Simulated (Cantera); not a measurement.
An isothermal, constant-pressure homogeneous reactor starts with 0.267 % CH3OH, 3.06 % O2, 95.5 % N2, 1.15 % CH4, equivalence ratio 0.88, at 1100 K and 500000 Pa.

Cantera simulation using GRI-Mech 3.0 (53 species, 325 reactions); the numbers are that mechanism's predictions, not measurements. The temperature is held fixed by assumption; the heat of reaction is taken as removed at once.

x: mole fraction; the columns are a selection and need not sum to one.

| t (s) | x CH3OH | x O2 | x H2O | x O | x CH3 | x H |
|---|---|---|---|---|---|---|
| 3.00e-5 | 0.00267 | 0.0306 | 5.32e-10 | 1.99e-12 | 7.31e-10 | 7.25e-12 |
| 0.000225 | 0.00267 | 0.0306 | 4.38e-9 | 2.53e-12 | 4.61e-9 | 9.58e-12 |
| 0.00169 | 0.00267 | 0.0306 | 5.49e-8 | 5.57e-12 | 1.82e-8 | 2.51e-11 |
| 0.0127 | 0.00262 | 0.0305 | … | … | … | … |
| 0.0949 | 9.67e-8 | 0.00708 | 0.0278 | 4.26e-7 | 7.15e-8 | 3.03e-7 |
| 0.711 | <1e-12 | 0.00388 | 0.0282 | … | <1e-12 | … |
| 5.33 | <1e-12 | 0.00363 | 0.0282 | 1.66e-10 | <1e-12 | 8.55e-11 |
| 40.0 | <1e-12 | 0.00363 | 0.0282 | 6.89e-11 | <1e-12 | <1e-12 |
| 300 | <1e-12 | 0.00363 | 0.0282 | 6.76e-11 | <1e-12 | <1e-12 |

Problem. Some entries are withheld; supply them.

Solution. 
- 0.0127, x H2O: 5.18e-5
- 0.0127, x O: 3.07e-9
- 0.0127, x CH3: 1.44e-6
- 0.0127, x H: 2.01e-8
- 0.711, x O: 2.08e-8
- 0.711, x H: 1.30e-8
